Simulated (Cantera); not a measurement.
An isothermal, constant-pressure homogeneous reactor starts with N₂O : H₂ : N₂ = 1 : 0.0034 : 4.7 (molar parts), at 1025 K and 100.0 Torr. Integrator tolerance rtol = 1e-08.

Computed with Cantera and GRI-Mech 3.0 (53 species, 325 reactions). GRI-Mech 3.0 was tuned for natural gas; its chemistry of N2O as a main component is partial and can be far from experiment. The mechanism lacks the step 2 NO + O2 → 2 NO2, which can matter for NO2 below about 1400 K. The temperature is held fixed by assumption; the heat of reaction is taken as removed at once.

Question: What does this change do: temperature 1025 to 1550 K?

Answer: 
```
quantity                                            before                                    after
----------------  ----------------------------------------  ---------------------------------------
x(N₂O) at 10.0 s    0.172 (gas-phase equilibrium 8.69e-10)  4.92e-7 (gas-phase equilibrium 2.47e-8)
x(H₂) at 10.0 s     2.43e-7 (gas-phase equilibrium <1e-12)  2.20e-8 (gas-phase equilibrium 1.91e-8)
x(N₂) at 10.0 s        0.826 (gas-phase equilibrium 0.919)      0.900 (gas-phase equilibrium 0.919)
x(NO) at 10.0 s   0.000121 (gas-phase equilibrium 2.75e-5)   0.0383 (gas-phase equilibrium 0.00104)
x(HO₂) at 10.0 s  1.14e-8 (gas-phase equilibrium 2.99e-11)  4.84e-9 (gas-phase equilibrium 5.90e-9)
```
